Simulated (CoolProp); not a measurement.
A single-stage vapour-compression cycle with the fluid: evaporating at 256.15 K (dew point), condensing at 312.15 K (bubble point), superheat 5 K, subcooling 8 K, compressor efficiency 0.75, no pressure losses. The same conditions are run with several fluids, on thermodynamics alone (safety and materials aside).

The numbers come from the reference Helmholtz-energy equation of state of each fluid (ammonia: Gao 2020; n-pentane: Thol 2019; dimethyl ether: Wu 2011; n-perfluoropentane: Gao 2022; R141b: Lemmon 2006; R22: Kamei 1995) in CoolProp.

```tsv
fluid	cooling COP	pressure ratio	discharge temperature (K)	refrigerating effect (kJ/kg)	volumetric capacity (kJ/m³)
ammonia	2.78	6.98	445.5	1110	1960
n-pentane	2.94	10.5	325.3	297	105
dimethyl ether	2.90	6.17	352.5	350	1090
n-perfluoropentane	2.47	11.3	312.1	58.2	98.5
R141b	3.01	10.6	348.2	194	128
R22	2.79	5.44	362.6	164	1920
```

The compression ends wet for: n-perfluoropentane.
